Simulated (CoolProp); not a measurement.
A simple Rankine cycle with R11: condensing at 325.15 K, boiler at 1.87 MPa, turbine inlet 420.9 K, turbine efficiency 0.6, pump efficiency 0.7, no recuperator. Each further row changes one setting.

Computed with CoolProp (reference Helmholtz-energy equation of state, Jacobsen 1992).

```
case                             thermal efficiency (%)  net work (kJ/kg)  heat in (kJ/kg)  turbine exit temperature (K)  volume ratio over the turbine
-------------------------------  ----------------------  ----------------  ---------------  ----------------------------  -----------------------------
as stated                                          10.2              21.6              210                         354.0                           8.13
turbine inlet 440.9 K                              10.4              23.7                …                         376.8                              …
condensing temperature 317.15 K                       …              24.2              218                         348.6                           10.2
boiler pressure 1.31 MPa                              …                 …              220                         371.3                           5.31
turbine efficiency 0.5                              8.4              17.7              210                         360.0                           8.30
```

Task: What belongs in the gaps?

Result: 
- turbine inlet 440.9 K, heat in (kJ/kg): 227
- turbine inlet 440.9 K, volume ratio over the turbine: 7.79
- condensing temperature 317.15 K, thermal efficiency (%): 11.1
- boiler pressure 1.31 MPa, thermal efficiency (%): 9.0
- boiler pressure 1.31 MPa, net work (kJ/kg): 19.7
